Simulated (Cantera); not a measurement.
## Thermodynamics of oxide etching and cleaning by halides, feed Al2O3 + NF3 + O2

A closed system holds: 1 mol Al2O3, 0.76 mol NF3, 19 mol O2, equilibrated at 150 Pa.

Equilibrium computed with Cantera from the NASA thermochemical tables; the gas is ideal and each condensed phase is pure. Candidate condensed phases: Al, AlF3, AlN, Al2O3; 30 gas species. The numbers say what is thermodynamically allowed, not how fast it happens.

```json
[
 {"T (K)": "1198", "x O2": "0.927", "x AlF2O": "0.0548", "x N2": "0.0182", "x O": "5.97e-7", "x NO": "6.16e-5", "x AlOF": "2.19e-11", "n Al2O3(s)": "0.430"},
 {"T (K)": "1248", "x O2": "0.927", "x AlF2O": "0.0548", "x N2": "0.0182", "x O": "1.65e-6", "x NO": "8.89e-5", "x AlOF": "1.04e-10", "n Al2O3(s)": "0.430"},
 {"T (K)": "1298", "x O2": "0.927", "x AlF2O": "0.0548", "x N2": "0.0182", "x O": "4.24e-6", "x NO": "0.000125", "x AlOF": "4.34e-10", "n Al2O3(s)": "0.430"},
 {"T (K)": "1348", "x O2": "0.927", "x AlF2O": "0.0548", "x N2": "0.0182", "x O": "1.01e-5", "x NO": "0.000171", "x AlOF": "1.63e-9", "n Al2O3(s)": "0.430"},
 {"T (K)": "1398", "x O2": "0.927", "x AlF2O": "0.0548", "x N2": "0.0182", "x O": "2.28e-5", "x NO": "0.000228", "x AlOF": "5.59e-9", "n Al2O3(s)": "0.430"},
 {"T (K)": "1448", "x O2": "0.927", "x AlF2O": "0.0548", "x N2": "0.0181", "x O": "4.85e-5", "x NO": "0.000299", "x AlOF": "1.75e-8", "n Al2O3(s)": "0.430"},
 {"T (K)": "1498", "x O2": "0.927", "x AlF2O": "0.0548", "x N2": "0.0181", "x O": "9.81e-5", "x NO": "0.000385", "x AlOF": "5.09e-8", "n Al2O3(s)": "0.430"},
 {"T (K)": "1548", "x O2": "0.927", "x AlF2O": "0.0548", "x N2": "0.0180", "x O": "0.000190", "x NO": "0.000488", "x AlOF": "1.38e-7", "n Al2O3(s)": "0.430"},
 {"T (K)": "1598", "x O2": "0.926", "x AlF2O": "0.0548", "x N2": "0.0180", "x O": "0.000352", "x NO": "0.000608", "x AlOF": "3.50e-7", "n Al2O3(s)": "0.430"},
 {"T (K)": "1648", "x O2": "0.926", "x AlF2O": "0.0548", "x N2": "0.0179", "x O": "0.000629", "x NO": "0.000748", "x AlOF": "8.40e-7", "n Al2O3(s)": "0.430"},
 {"T (K)": "1698", "x O2": "0.925", "x AlF2O": "0.0548", "x N2": "0.0178", "x O": "0.00109", "x NO": "0.000908", "x AlOF": "1.91e-6", "n Al2O3(s)": "0.430"},
 {"T (K)": "1748", "x O2": "0.925", "x AlF2O": "0.0547", "x N2": "0.0177", "x O": "0.00182", "x NO": "0.00109", "x AlOF": "4.15e-6", "n Al2O3(s)": "0.430"},
 {"T (K)": "1798", "x O2": "0.923", "x AlF2O": "0.0547", "x N2": "0.0176", "x O": "0.00296", "x NO": "0.00129", "x AlOF": "8.61e-6", "n Al2O3(s)": "0.430"}
]
```
x: gas mole fraction; n: condensed amount in mol.

From 1198 K to 1798 K the condensed part is Al2O3(s). The main Al-bearing gas is AlF2O throughout.
